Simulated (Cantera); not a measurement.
An isothermal, constant-pressure homogeneous reactor starts with 10.7 % H₂, 89.3 % O₂, at 1125 K and 14.3 Torr.

Cantera simulation using the H2/O2 subset of GRI-Mech 3.0, which has no nitrogen chemistry; the numbers are that mechanism's predictions, not measurements. Radical loss at walls, strong at low pressure, is not modelled. The temperature is held fixed by assumption; the heat of reaction is taken as removed at once.

x: mole fraction; the columns are a selection and need not sum to one.

| t (s) | x H₂ | x O₂ | x OH | x H₂O₂ | x O | x H₂O | x H |
|---|---|---|---|---|---|---|---|
| 5.00e-5 | 0.107 | 0.893 | 3.94e-10 | <1e-12 | 5.32e-10 | 3.04e-10 | 1.15e-9 |
| 0.000148 | 0.107 | 0.893 | 2.70e-9 | 1.87e-12 | 4.53e-9 | 5.69e-9 | 5.20e-9 |
| 0.000439 | 0.107 | 0.893 | 9.63e-8 | 1.72e-11 | 1.73e-7 | 3.30e-7 | 1.68e-7 |
| 0.00130 | 0.0986 | 0.887 | 0.00161 | (withheld) | 0.00303 | 0.00619 | 0.00308 |
| 0.00385 | 0.00280 | 0.840 | 0.00452 | (withheld) | 0.0381 | 0.0938 | 0.0203 |
| 0.0114 | 0.00116 | 0.869 | 0.00288 | (withheld) | 0.0149 | 0.107 | 0.00491 |
| 0.0338 | 0.000191 | 0.884 | 0.00115 | (withheld) | 0.00244 | 0.112 | 0.000314 |
| 0.100 | 2.14e-5 | 0.886 | 0.000389 | (withheld) | 0.000280 | 0.113 | 1.21e-5 |
| 0.296 | 2.89e-6 | 0.887 | 0.000147 | (withheld) | 3.95e-5 | 0.113 | 6.47e-7 |
| 0.877 | 5.35e-7 | 0.887 | 6.45e-5 | (withheld) | 7.61e-6 | 0.113 | 5.47e-8 |
| 2.60 | 1.26e-7 | 0.887 | 3.17e-5 | (withheld) | 1.84e-6 | 0.113 | 6.48e-9 |
| 7.70 | 3.43e-8 | 0.887 | 1.67e-5 | (withheld) | 5.11e-7 | 0.113 | 9.50e-10 |
| 22.8 | 1.04e-8 | 0.887 | 9.24e-6 | 7.17e-10 | 1.56e-7 | 0.113 | 1.61e-10 |
| 67.5 | 3.70e-9 | 0.887 | 5.52e-6 | 2.82e-10 | 5.58e-8 | 0.113 | 3.44e-11 |
| 200 | 2.20e-9 | 0.887 | 4.24e-6 | 1.78e-10 | 3.30e-8 | 0.113 | 1.58e-11 |

Task: Complete the blanks.

Result: 
- 0.00130, x H₂O₂: 4.54e-8
- 0.00385, x H₂O₂: 2.62e-7
- 0.0114, x H₂O₂: 3.09e-7
- 0.0338, x H₂O₂: 2.62e-7
- 0.100, x H₂O₂: 1.31e-7
- 0.296, x H₂O₂: 4.92e-8
- 0.877, x H₂O₂: 1.73e-8
- 2.60, x H₂O₂: 5.97e-9
- 7.70, x H₂O₂: 2.06e-9
